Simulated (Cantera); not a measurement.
Feed: 1 mol CaCl2, 1.1 mol H2, 1.8 mol O2, at 1648.15 K and 1.30 Pa.

These are equilibrium values from Cantera (NASA tables, ideal gas, pure condensed phases), not measurements of a reactor. Candidate condensed phases: Ca, CaCl2, CaO, Ca(OH)2, H2O; 21 gas species. Condensed phases not in the tables: oxide chlorides. Equilibrium is a limit: real reactors are often held back by kinetics, nucleation or transport.

Q: What is the equilibrium state?

A: 
```
Property                                Result
-----------------------------------  ---------
x(O2)                                    0.323
x(HCl)                                   0.228
x(H2O)                                   0.197
x(Cl)                                    0.133
x(CaCl2)                                 0.107
x(OH)                                  0.00659
x(O)                                   0.00400
x(H2)                                  0.00111
x(H)                                  0.000823
n(CaO(s))                            0.629 mol
gas amount                           3.483 mol
log10 activity of CaCl2(l) (absent)      -3.87
log10 activity of Ca(l) (absent)        -11.86
```
